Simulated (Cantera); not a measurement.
Cantera run, input and output.

```python
import numpy as np
import cantera as ct

surf = ct.Interface("ptcombust.yaml", "Pt_surf")
gas = surf.adjacent["gas"]
gas.TPX = 975, 101325, {'CO': 0.002, 'O2': 0.04, 'N2': 0.79}
surf.TP = 975, 101325
reactor = ct.FlowReactor(gas, clone=False)
reactor.area = 0.0001  # m2
reactor.surface_area_to_volume_ratio = 150  # 1/m
reactor.mass_flow_rate = 1.5 * reactor.area * gas.density  # inlet velocity 1.5 m/s
reactor.energy_enabled = False
wall = ct.ReactorSurface(surf, reactor, clone=False)
net = ct.ReactorNet([reactor])
net.rtol, net.atol = 1e-8, 1e-16
show, cover = ['CO', 'O2', 'H2O', 'CO2'], ['PT(S)', 'H(S)', 'O(S)', 'OH(S)', 'CO(S)', 'C(S)']

rows = []
print(f"{'z/m':>9s}{'u/(m/s)':>9s}" + "".join(f"{s:>13s}" for s in show + cover))
for z in [0.0006, 0.0011, 0.0019, 0.0034, 0.006, 0.011, 0.019, 0.034, 0.06]:
    net.advance(z)
    rows.append([reactor.speed, *gas[show].X, *surf[cover].coverages])
    print(f"{z:9.4g}{rows[-1][0]:9.3g}" + "".join(f"{x:13.4e}" for x in rows[-1][1:]))
```

Result:

```
      z/m  u/(m/s)           CO           O2          H2O          CO2        PT(S)         H(S)         O(S)        OH(S)        CO(S)         C(S)
   0.0006      1.5   6.7722e-04   4.7254e-02  -1.3624e-26   1.7287e-03   2.2444e-01  -9.1579e-24   7.7527e-01   9.0132e-20   2.8729e-04   7.2230e-15
   0.0011      1.5   3.0288e-04   4.7076e-02   4.2892e-28   2.1035e-03   2.1492e-01   6.2784e-25   7.8496e-01   1.1700e-20   1.1650e-04   2.7701e-15
   0.0019      1.5   9.0277e-05   4.6974e-02   1.3636e-27   2.3164e-03   2.1026e-01   4.2832e-24   7.8971e-01   3.2943e-20   3.3052e-05   7.6427e-16
   0.0034      1.5   9.9200e-06   4.6936e-02  -2.3759e-28   2.3968e-03   2.0861e-01   6.2486e-24   7.9139e-01   4.7315e-20   3.5684e-06   8.1691e-17
    0.006      1.5   2.2121e-07   4.6932e-02  -2.6996e-29   2.4065e-03   2.0842e-01   6.9408e-24   7.9158e-01   5.2618e-20   7.9407e-08   1.8157e-18
    0.011      1.5   1.4791e-10   4.6931e-02   9.4147e-32   2.4067e-03   2.0841e-01   7.1706e-24   7.9159e-01   5.4362e-20   5.3090e-11   1.2139e-21
    0.019      1.5   1.1471e-15   4.6931e-02   3.8198e-33   2.4067e-03   2.0841e-01   7.3347e-24   7.9159e-01   5.5605e-20   4.1176e-16   9.4152e-27
    0.034      1.5  -2.1270e-18   4.6931e-02   1.1357e-35   2.4067e-03   2.0841e-01   7.5229e-24   7.9159e-01   5.7032e-20  -3.6126e-19  -8.2604e-30
     0.06      1.5  -9.6141e-20   4.6931e-02   8.2295e-36   2.4067e-03   2.0841e-01   7.6428e-24   7.9159e-01   5.7941e-20  -1.7478e-20  -3.9965e-31
```

Detailed kinetics in Cantera: Deutschmann's 1995 Pt surface mechanism with GRI-Mech 3.0 gas chemistry. Catalytic surfaces can have several steady states; this one follows from the mechanism file's or the stated starting coverage. Mass transfer to the wall is taken as infinitely fast.
